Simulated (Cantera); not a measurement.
A closed system holds: 1 mol BF3, 0.29 mol O2, at 527 °C and 29.0 Pa.

These are equilibrium values from Cantera (NASA tables, ideal gas, pure condensed phases), not measurements of a reactor. Candidate condensed phases: B, B2O3; 21 gas species. Equilibrium is a limit: real reactors are often held back by kinetics, nucleation or transport.

Base state: BF3 0.775, O2 0.225 (mole fractions); condensed: gas only.

Question: What changes in the equilibrium state with this change: BF3 replaced by B2H6?

Answer: 
```csv
species,before,after
H2,0,1.000
B3O3H3,0,7.17e-5
BF3,0.775,0
O2,0.225,<1e-9
"B(s), mol",0,1.61
"B2O3(l), mol",0,0.193
```
The feed counts by its element totals alone. Further candidate phases: B3O3H3, H2O.

Question: What changes in the equilibrium state with this change: temperature from 527 °C to 1302 °C?

Answer: 
```csv
species,before,after
BF3,0.775,0.772
O2,0.225,0.223
F,<1e-9,0.00310
BOF,<1e-9,0.00154
O,<1e-9,0.000297
BOF2,<1e-9,1.75e-5
```
